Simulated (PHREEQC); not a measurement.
Make-up at 49 °C: 76 mmol/kgw NaHSO4, 2.6 mmol/kgw KOH, 0.52 mmol/kgw KCl and 1.4 mmol/kgw Na2B4O7. Closed to the air; pH follows from the charge balance.

Equilibrium calculation in PHREEQC: ion-association model, phreeqc.dat.

```json
{
  "pH": "1.67",
  "ionic_strength": "0.132 mol/kgw",
  "specific_conductance": "24900 µS/cm",
  "density": "0.995 g/cm³",
  "total_alkalinity": "-70.6 meq/kg"
}
```

| species | molality | activity | log γ |
|---|---|---|---|
| Na+ | 0.0749 | 0.0570 | -0.119 |
| HSO4- | 0.0440 | 0.0333 | -0.121 |
| SO4-2 | 0.0278 | 0.00903 | -0.489 |
| H+ | 0.0266 | 0.0215 | -0.093 |
| H3BO3 | 0.00560 | 0.00577 | 0.013 |
| NaSO4- | 0.00389 | 0.00297 | -0.117 |
| K+ | 0.00286 | 0.00210 | -0.134 |
| Cl- | 0.000520 | 0.000383 | -0.133 |
| KSO4- | 0.000257 | 0.000196 | -0.117 |

This is a speciation only: nothing precipitates in the calculation. Complexes and solids missing from the database can't appear. Constants without temperature data keep their 25 °C values here.
